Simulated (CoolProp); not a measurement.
Aqueous sodium chloride as a coolant, 7 % by mass, freezing at -4.4 °C, 1 atm.

Values from CoolProp's Melinder's fits for secondary coolants.

```
T (°C)  viscosity (mPa s)  cp (kJ/(kg K))  Prandtl number  conductivity (W/(m K))
------  -----------------  --------------  --------------  ----------------------
-1.6                 2.06           3.812               ?                   0.554
7.8                  1.55           3.825            10.4                   0.571
17.2                 1.20           3.837            7.87                   0.587
26.7                    ?           3.849            6.18                       ?
36.1                0.806               ?            5.04                       ?
```

Task: What belongs in the gaps?

Result: 
- -1.6, Prandtl number: 14.1
- 26.7, viscosity (mPa s): 0.967
- 26.7, conductivity (W/(m K)): 0.602
- 36.1, cp (kJ/(kg K)): 3.860
- 36.1, conductivity (W/(m K)): 0.617
